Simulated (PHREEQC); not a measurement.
Solution (80 °C): 0.027 mol/kgw Pb(NO3)2, 0.0032 mol/kgw CuCl2 and 0.00023 mol/kgw NaCl. It is in equilibrium with CO2 at log p = -1 (atm). Otherwise closed; pH follows from the charge balance.

Model: ion-association model, phreeqc.dat, run in PHREEQC.

```json
[
 {"quantity": "pH", "before": "4.14", "after": "4.06"},
 {"quantity": "ionic strength (mol/kgw)", "before": "0.0747", "after": "0.136"},
 {"quantity": "Cl- (mol/kgw)", "before": "0.00350", "after": "0.00282"},
 {"quantity": "CO2 (mol/kgw)", "before": "0.00124", "after": "0.00122"},
 {"quantity": "HCO3- (mol/kgw)", "before": "1.02e-5", "after": "8.89e-6"},
 {"quantity": "NaHCO3 (mol/kgw)", "before": "6.13e-10", "after": "4.77e-10"},
 {"quantity": "SI of Halite (NaCl)", "before": "-7.92", "after": "-8.07"}
]
```

Q: What was changed between the two runs?
A. temperature from 80 to 65 °C
B. Pb(NO3)2 left out
C. Pb(NO3)2 from 0.027 to 0.054 mol/kgw
D. diluted 2-fold with water
E. CuCl2 from 0.0032 to 0.00288 mol/kgw

A: C, Pb(NO3)2 from 0.027 to 0.054 mol/kgw

This is a speciation only: nothing precipitates in the calculation. Away from 25 °C the constants follow the database's enthalpies or fits; those with neither stay at their 25 °C values.
